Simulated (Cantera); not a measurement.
Ignition delay

Mixture: CH4 : CO : O2 : N2 = 1 : 0.54 : 1.19 : 4.49 (molar parts), equivalence ratio 1.9, at 100000 Pa, adiabatic and at constant pressure. Ignition delay is the time to a rise of 400 K.

Detailed kinetics in Cantera: GRI-Mech 3.0 (53 species, 325 reactions).

```tsv
T0 (K)	delay (ms)
1175	152
1250	46.9
1325	15.8
1400	5.79
1475	2.31
1550	1.02
1625	0.494
1700	0.263
1775	0.152
```

| Quantity | Value |
|---|---|
| apparent activation energy between 1625 and 1775 K | 190 kJ/mol |
